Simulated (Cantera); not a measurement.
Input: 1 mol BN, 7.1 mol NF3, held at 925 K and 3.70 Pa.

Equilibrium computed with Cantera from the NASA thermochemical tables; the gas is ideal and each condensed phase is pure. Candidate condensed phases: B, BN; 13 gas species. Rates play no part.

Base state: F 0.770, N2 0.175, BF3 0.0433, F2 0.0113 (mole fractions); condensed: gas only.

Question: What changes in the equilibrium state with this change: pressure from 3.70 Pa to 8.00 Pa?

Answer: 
```csv
species,before,after
F,0.770,0.755
N2,0.175,0.178
BF3,0.0433,0.0438
F2,0.0113,0.0236
```

Question: What changes in the equilibrium state with this change: temperature from 925 K to 875 K?

Answer: 
```tsv
species	before	after
F	0.770	0.740
N2	0.175	0.180
BF3	0.0433	0.0443
F2	0.0113	0.0355
```
